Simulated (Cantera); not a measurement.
# Ignition delay

Mixture: 16.6 % CH4, 17.5 % O2, 65.9 % N2, equivalence ratio 1.9, at 1.00 bar, adiabatic and at constant pressure. Ignition delay is the time to a rise of 400 K.

Cantera simulation using GRI-Mech 3.0 (53 species, 325 reactions); the numbers are that mechanism's predictions, not measurements.

```csv
T0 (K),delay (ms)
1098,307
1148,141
1198,67.7
1248,33.6
1298,17.2
1348,9.10
1398,4.94
1448,2.76
1498,1.59
```

```json
{
  "apparent activation energy between 1398 and 1498 K": "200 kJ/mol"
}
```
